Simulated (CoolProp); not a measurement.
A single-stage vapour-compression cycle with the fluid: evaporating at 237.15 K (dew point), condensing at 291.15 K (bubble point), superheat 5 K, subcooling 2 K, compressor efficiency 0.9, no pressure losses. The same conditions are run with several fluids, on thermodynamics alone (safety and materials aside).

Computed with CoolProp (reference Helmholtz-energy equation of state of each fluid (ethane: Bücker 2006; R115: Lemmon 2016; R410A: Lemmon 2003; R22: Kamei 1995; C3F8 (R218): Lemmon 2006; R152A: Outcalt 1996)). Blends and air are pseudo-pure fits.

**Question.** Rank ethane, R115, R410A, R22, C3F8 (R218), R152A by cooling COP, highest first.

**Answer.** R152A (3.25), R22 (3.18), R410A (3.05), R115 (2.85), C3F8 (R218) (2.53), ethane (2.47)

```csv
fluid,pressure ratio,discharge temperature (K),refrigerating effect (kJ/kg),volumetric capacity (kJ/m³)
ethane,4.08,325.0,240,3700
R115,6.41,292.6,75.4,706
R410A,6.56,332.9,186,1500
R22,6.81,337.8,174,981
C3F8 (R218),6.81,291.2,54.0,558
R152A,8.34,330.0,258,503
```

The compression ends wet for: C3F8 (R218).
